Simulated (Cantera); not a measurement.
Feed: 1 mol CCl4, 1.3 mol Si, 3.5 mol H2, held at 823.15 K and 1.00 Pa.

These are equilibrium values from Cantera (NASA tables, ideal gas, pure condensed phases), not measurements of a reactor. The tables' values for SiCl3 are old estimates; treat these amounts as uncertain. Equilibrium is a limit: real reactors are often held back by kinetics, nucleation or transport.

| species | before | after |
|---|---|---|
| HCl | 0.313 | 0.606 |
| H2 | 0.561 | 0.339 |
| SiCl2 | 1.13e-5 | 0.0434 |
| SiCl4 | 0.126 | 0.00627 |
| Cl | <1e-9 | 3.52e-5 |
| H | 1.75e-9 | 2.26e-5 |
| SiCl3 | 0.000126 | 0.00528 |
| SiHCl3 | 0.000274 | 8.27e-5 |
| C(graphite), mol | 0.319 | 0 |
| SiC(s), mol | 0.681 | 1.00 |
Gas species are given as mole fractions.

**Question.** What was changed between the two runs?
(A) pressure from 1.00 Pa to 40000 Pa
(B) temperature from 823.15 K to 1175 K
(C) pressure from 1.00 Pa to 13000 Pa
(D) pressure from 1.00 Pa to 60000 Pa

**Answer.** B, temperature from 823.15 K to 1175 K
